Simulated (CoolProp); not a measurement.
Saturation properties of sulfur dioxide.

The numbers come from the reference Helmholtz-energy equation of state, Gao 2016 in CoolProp.

```json
[
 {"T (K)": "309.5", "p (bar)": "5.642", "liquid density (kg/m³)": "…", "vapour density (kg/m³)": "15.40", "liquid cp (kJ/(kg K))": "1.412", "surface tension (mN/m)": "19.5"},
 {"T (K)": "316.1", "p (bar)": "6.878", "liquid density (kg/m³)": "1315", "vapour density (kg/m³)": "18.64", "liquid cp (kJ/(kg K))": "1.425", "surface tension (mN/m)": "18.2"},
 {"T (K)": "322.7", "p (bar)": "8.309", "liquid density (kg/m³)": "1294", "vapour density (kg/m³)": "22.39", "liquid cp (kJ/(kg K))": "1.441", "surface tension (mN/m)": "16.9"},
 {"T (K)": "329.2", "p (bar)": "9.928", "liquid density (kg/m³)": "1274", "vapour density (kg/m³)": "26.65", "liquid cp (kJ/(kg K))": "1.459", "surface tension (mN/m)": "15.7"},
 {"T (K)": "335.8", "p (bar)": "…", "liquid density (kg/m³)": "1253", "vapour density (kg/m³)": "31.62", "liquid cp (kJ/(kg K))": "1.480", "surface tension (mN/m)": "14.4"},
 {"T (K)": "342.4", "p (bar)": "13.93", "liquid density (kg/m³)": "1231", "vapour density (kg/m³)": "37.34", "liquid cp (kJ/(kg K))": "1.505", "surface tension (mN/m)": "13.2"},
 {"T (K)": "349", "p (bar)": "16.33", "liquid density (kg/m³)": "1208", "vapour density (kg/m³)": "43.90", "liquid cp (kJ/(kg K))": "1.534", "surface tension (mN/m)": "12.0"},
 {"T (K)": "355.6", "p (bar)": "19.03", "liquid density (kg/m³)": "1184", "vapour density (kg/m³)": "51.42", "liquid cp (kJ/(kg K))": "1.569", "surface tension (mN/m)": "10.7"},
 {"T (K)": "362.2", "p (bar)": "22.04", "liquid density (kg/m³)": "1158", "vapour density (kg/m³)": "60.05", "liquid cp (kJ/(kg K))": "…", "surface tension (mN/m)": "9.51"},
 {"T (K)": "368.8", "p (bar)": "25.40", "liquid density (kg/m³)": "1132", "vapour density (kg/m³)": "69.98", "liquid cp (kJ/(kg K))": "1.661", "surface tension (mN/m)": "8.30"},
 {"T (K)": "375.4", "p (bar)": "29.11", "liquid density (kg/m³)": "1103", "vapour density (kg/m³)": "81.43", "liquid cp (kJ/(kg K))": "1.724", "surface tension (mN/m)": "7.10"},
 {"T (K)": "381.9", "p (bar)": "33.15", "liquid density (kg/m³)": "1074", "vapour density (kg/m³)": "94.52", "liquid cp (kJ/(kg K))": "1.802", "surface tension (mN/m)": "5.93"}
]
```

Q: Some entries are withheld; supply them.

A: 
- 309.5, liquid density (kg/m³): 1334
- 335.8, p (bar): 11.80
- 362.2, liquid cp (kJ/(kg K)): 1.611

It boils at 263.1 K under 1 atm.

Surface tension comes from a separate correlation (Mulero 2012).
